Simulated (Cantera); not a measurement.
Charge: 1 mol BN, 8.7 mol HF, at 500 °C and 368 Torr.

Equilibrium computed with Cantera from the NASA thermochemical tables; the gas is ideal and each condensed phase is pure. Candidate condensed phases: B, BN; 31 gas species. The numbers say what is thermodynamically allowed, not how fast it happens.

What is the equilibrium state?


| Quantity | Value |
|---|---|
| x(HF) | 0.655 |
| x(H2) | 0.172 |
| x(BF3) | 0.115 |
| x(N2) | 0.0575 |
| x(NH3) | 3.33e-5 |
| x(H2F2) | 2.34e-5 |
| gas amount | 8.700 mol |
| log10 activity of B(s) (absent) | -18.83 |
